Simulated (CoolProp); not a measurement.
Vapour-liquid equilibrium of n-pentane (1) + the fluoroketone C6F12O (FK-5-1-12) (2) at 6.97 bar; x and y are mole fractions of (1).

Computed with CoolProp (multi-fluid Helmholtz-energy mixture model, Thol 2019 and McLinden 2015; pair parameters Bell 2016).

| x | bubble temperature (°C) | y at the bubble point | dew temperature at overall composition x (°C) | liquid density (mol/L) |
|---|---|---|---|---|
| 0.05 | 115.4 | 0.103 | 117.3 | 4.082 |
| 0.125 | 110.3 | 0.240 | 114.6 | 4.271 |
| 0.2 | 106.0 | 0.351 | 111.8 | 4.459 |
| 0.275 | 102.8 | 0.437 | 109.0 | 4.646 |
| 0.35 | 100.5 | 0.501 | 106.1 | 4.837 |
| 0.425 | 98.9 | 0.550 | 103.2 | 5.035 |
| 0.5 | 98.0 | 0.589 | 100.5 | 5.249 |
| 0.575 | 97.5 | 0.621 | 98.3 | 5.483 |
| 0.65 | 97.3 | 0.651 | 97.3 | 5.745 |
| 0.725 | 97.5 | 0.682 | 98.2 | 6.037 |
| 0.8 | 98.1 | 0.723 | 100.2 | 6.361 |
| 0.875 | 99.7 | 0.783 | 102.8 | 6.712 |
| 0.95 | 103.1 | 0.886 | 105.5 | 7.075 |

y crosses x between x = 0.65 and 0.725: the model has an azeotrope there.

Pair parameters are fitted to limited data, so mixtures are less certain than the pure fluids.
